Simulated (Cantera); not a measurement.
A jet of CH₄ : O₂ : N₂ = 0.086 : 0.13 : 0.79 (molar parts), equivalence ratio 1.3 at 300 K and 0.0670 bar hits a platinum plate 4.2 cm away at a mass flux of 0.14 kg/m²/s; the plate temperature is set and raised in steps from an oxygen-covered start.

Detailed kinetics in Cantera: Deutschmann's 1995 Pt surface mechanism with GRI-Mech 3.0 gas chemistry. Catalytic surfaces can have several steady states; this one follows from the mechanism file's or the stated starting coverage.

x: mole fraction at the wall; θ: surface coverage.

```json
[
 {"plate T (K)": "950", "wall x CH₄": "0.0157", "wall x O₂": "0.00748", "wall x H₂O": "0.127", "wall x OH": "<1e-8", "wall x CO": "0.0528", "wall x CO₂": "0.0237", "θ free Pt": "0.735", "θ CO*": "0.260", "θ C*": "0.00444"},
 {"plate T (K)": "1000", "wall x CH₄": "?", "wall x O₂": "?", "wall x H₂O": "0.131", "wall x OH": "<1e-8", "wall x CO": "0.0612", "wall x CO₂": "?", "θ free Pt": "0.827", "θ CO*": "?", "θ C*": "?"},
 {"plate T (K)": "1050", "wall x CH₄": "0.0112", "wall x O₂": "0.00568", "wall x H₂O": "0.131", "wall x OH": "<1e-8", "wall x CO": "0.0641", "wall x CO₂": "?", "θ free Pt": "0.897", "θ CO*": "?", "θ C*": "?"},
 {"plate T (K)": "1100", "wall x CH₄": "0.0104", "wall x O₂": "0.00541", "wall x H₂O": "0.129", "wall x OH": "1.43e-8", "wall x CO": "0.0632", "wall x CO₂": "0.0178", "θ free Pt": "0.942", "θ CO*": "0.0544", "θ C*": "0.00273"},
 {"plate T (K)": "1150", "wall x CH₄": "0.0101", "wall x O₂": "0.00538", "wall x H₂O": "0.126", "wall x OH": "3.59e-8", "wall x CO": "0.0603", "wall x CO₂": "0.0215", "θ free Pt": "0.968", "θ CO*": "0.0295", "θ C*": "0.00151"},
 {"plate T (K)": "1200", "wall x CH₄": "0.0101", "wall x O₂": "0.00546", "wall x H₂O": "0.122", "wall x OH": "8.52e-8", "wall x CO": "0.0565", "wall x CO₂": "0.0261", "θ free Pt": "0.982", "θ CO*": "0.0161", "θ C*": "0.000817"}
]
```

Task: Complete the blanks.

Result: 
- 1000, wall x CH₄: 0.0129
- 1000, wall x O₂: 0.00631
- 1000, wall x CO₂: 0.0172
- 1000, θ CO*: 0.168
- 1000, θ C*: 0.00533
- 1050, wall x CO₂: 0.0158
- 1050, θ CO*: 0.0983
- 1050, θ C*: 0.00443
